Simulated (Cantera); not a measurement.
**Thermodynamics of metals in furnace atmospheres, feed Pb + H₂S + H₂**

A closed system holds: 1 mol Pb, 0.79 mol H₂S, 34 mol H₂, at 10.0 mbar.

Cantera equilibrium calculation (NASA polynomials, part measured and part estimated; ideal gas, pure solids and liquids). Candidate condensed phases: Pb, PbS, S; 10 gas species. Gases not in the tables: S₃ to S₇. Equilibrium is a limit: real reactors are often held back by kinetics, nucleation or transport.

| T (°C) | x H₂ | x Pb | x PbS | x H₂S | x H | n Pb(l) | n PbS(s) |
|---|---|---|---|---|---|---|---|
| 352 | 1.000 | 2.33e-9 | 9.21e-10 | 7.29e-5 | <1e-12 | 0.213 | 0.787 |
| 452 | 0.999 | 3.37e-7 | 3.57e-7 | 0.000564 | <1e-12 | 0.230 | 0.770 |
| 552 | 0.997 | 1.43e-5 | 3.16e-5 | 0.00259 | 7.92e-11 | 0.300 | 0.699 |
| 652 | 0.990 | 0.000267 | 0.00103 | 0.00836 | 2.59e-9 | 0.492 | 0.463 |
| 752 | 0.975 | 0.00278 | 0.00993 | 0.0125 | 4.30e-8 | 0.552 | 0 |
| 852 | 0.966 | 0.0124 | 0.0155 | 0.00652 | 4.37e-7 | 0 | 0 |
| 952 | 0.964 | 0.0136 | 0.0143 | 0.00768 | 3.06e-6 | 0 | 0 |
| 1052 | 0.963 | 0.0148 | 0.0132 | 0.00866 | 1.61e-5 | 0 | 0 |
| 1152 | 0.962 | 0.0160 | 0.0119 | 0.00927 | 6.69e-5 | 0 | 0 |
| 1252 | 0.961 | 0.0174 | 0.0105 | 0.00926 | 0.000232 | 0 | 0 |
| 1352 | 0.960 | 0.0191 | 0.00872 | 0.00851 | 0.000691 | 0 | 0 |
| 1452 | 0.958 | 0.0209 | 0.00686 | 0.00726 | 0.00182 | 0 | 0 |
| 1552 | 0.955 | 0.0226 | 0.00512 | 0.00585 | 0.00430 | 0 | 0 |
| 1652 | 0.949 | 0.0239 | 0.00367 | 0.00453 | 0.00931 | 0 | 0 |
x: gas mole fraction; n: condensed amount in mol.

From 352 °C to 652 °C the condensed part is Pb(l) + PbS(s). At 752 °C the condensed part is Pb(l). From 852 °C to 1652 °C nothing is condensed.
